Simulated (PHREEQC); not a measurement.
# Copper plating or etch bath: an equilibrium model

Consider water at 85 °C with 0.0043 mol/kgw CuCl2 and 0.002 mol/kgw HNO3. Closed to the air; pH follows from the charge balance.

Equilibrium calculation in PHREEQC: ion-association model, phreeqc.dat.

This is a speciation only: nothing precipitates in the calculation.

Problem. Estimate the pH, ionic strength.

Solution. pH 2.75; ionic strength 0.0138 mol/kgw.

Problem. In which forms is Cu present?

Solution. Cu+2 87 %, CuCl+ 13 % of the Cu.

Away from 25 °C the constants follow the database's enthalpies or fits; those with neither stay at their 25 °C values.
